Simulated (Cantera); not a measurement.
A freely propagating, adiabatic, planar premixed flame of CH4 : C2H6 : C3H8 : O2 : N2 : H2O = 1 : 1.5 : 0.032 : 10.6 : 39.8 : 1.5 (molar parts), equivalence ratio 0.70, unburnt at 675 K and 4200 Torr; mixture-averaged transport, grid criteria slope 0.08 and curve 0.16, no radiation.

Computed with Cantera and GRI-Mech 3.0 (53 species, 325 reactions). Burning velocities carry a grid error of a few per cent, more on coarse grids.

**Question.** Predict: laminar burning velocity; thermal thickness; peak x(HCN).

**Answer.** 
```json
{
 "laminar_burning_velocity": "66.1 cm/s",
 "thermal_thickness": "0.0979 mm",
 "peak x(HCN)": "3.11e-7"
}
```
